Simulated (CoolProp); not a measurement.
Methane along the isobar 6500 kPa: fugacity coefficient from the reference equation and from simpler models built on Tc = 190.6 K, pc = 4599 kPa, ω = 0.011; each cubic takes its own stable root.

The numbers come from the reference Helmholtz-energy equation of state, Setzmann 1991 in CoolProp.

| T (K) | phase | reference |
|---|---|---|
| 182.3 | liquid | 0.4308 |
| 187.7 | liquid | 0.4827 |
| 193.1 | supercritical | 0.5344 |
| 198.5 | supercritical | 0.5837 |
| 204 | supercritical | 0.6274 |
| 209.4 | supercritical | 0.6613 |
| 214.8 | supercritical | 0.6894 |
| 220.2 | supercritical | 0.7138 |
| 225.6 | supercritical | 0.7354 |
| 231 | supercritical | 0.7548 |
| 236.4 | supercritical | 0.7724 |
| 241.8 | supercritical | 0.7884 |

Problem. How far does each simpler model (van der Waals, Redlich-Kwong, Soave-Redlich-Kwong, Peng-Robinson) lie from the reference over these 12 states: mean and median of the absolute difference, and the worst?

Solution. 
- van der Waals: mean 3.2 %, median 1.2 %, worst +13.4 % at 182.3 K and 6500 kPa
- Redlich-Kwong: mean 0.6 %, median 0.4 %, worst +1.6 % at 182.3 K and 6500 kPa
- Soave-Redlich-Kwong: mean 0.4 %, median 0.2 %, worst +1.7 % at 182.3 K and 6500 kPa
- Peng-Robinson: mean 3.9 %, median 4.0 %, worst -4.4 % at 209.4 K and 6500 kPa
